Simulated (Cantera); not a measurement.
Charge: 1 mol SiCl4, 0.59 mol NH3, held at 773 K and 0.00110 bar.

Equilibrium computed with Cantera from the NASA thermochemical tables; the gas is ideal and each condensed phase is pure. Candidate condensed phases: NH4Cl, Si, Si3N4; 28 gas species. The numbers say what is thermodynamically allowed, not how fast it happens.

Base state: HCl 0.385, SiCl4 0.348, H2 0.201, N2 0.0669, SiHCl3 0.000114 (mole fractions); condensed: Si3N4(s).

What changes in the equilibrium state with this change: SiCl4 replaced by SiH4?


```tsv
species	before	after
H2	0.201	1.00
HCl	0.385	0
SiCl4	0.348	0
N2	0.0669	<1e-9
SiHCl3	0.000114	0
Si3N4(s), mol	0.0722	0.147
Si(s), mol	0	0.557
```

What changes in the equilibrium state with this change: temperature from 773 K to 1950 K?


| species | before | after |
|---|---|---|
| HCl | 0.385 | 0.492 |
| SiCl2 | 3.82e-9 | 0.289 |
| Cl | <1e-9 | 0.0978 |
| SiCl4 | 0.348 | 0.000426 |
| H2 | 0.201 | 0.0170 |
| N2 | 0.0669 | 0.0885 |
| H | <1e-9 | 0.00451 |
| SiCl | <1e-9 | 0.000821 |
| Si | <1e-9 | 0.000172 |
| Cl2 | <1e-9 | 2.86e-5 |
| SiCl3 | 3.03e-6 | 0.00995 |
| Si3N4(s), mol | 0.0722 | 0 |
The tables' values for SiCl3, SiCl are old estimates; treat these amounts as uncertain.

What changes in the equilibrium state with this change: temperature from 773 K to 1975 K?


```json
[
 {"species": "HCl", "before": "0.385", "after": "0.482"},
 {"species": "SiCl2", "before": "3.82e-9", "after": "0.288"},
 {"species": "Cl", "before": "<1e-9", "after": "0.106"},
 {"species": "SiCl4", "before": "0.348", "after": "0.000284"},
 {"species": "H2", "before": "0.201", "after": "0.0196"},
 {"species": "N2", "before": "0.0669", "after": "0.0879"},
 {"species": "H", "before": "<1e-9", "after": "0.00577"},
 {"species": "SiCl", "before": "<1e-9", "after": "0.00111"},
 {"species": "Si", "before": "<1e-9", "after": "0.000289"},
 {"species": "Cl2", "before": "<1e-9", "after": "2.77e-5"},
 {"species": "SiCl3", "before": "3.03e-6", "after": "0.00827"},
 {"species": "Si3N4(s), mol", "before": "0.0722", "after": "0"}
]
```
The tables' values for SiCl3, SiCl are old estimates; treat these amounts as uncertain.
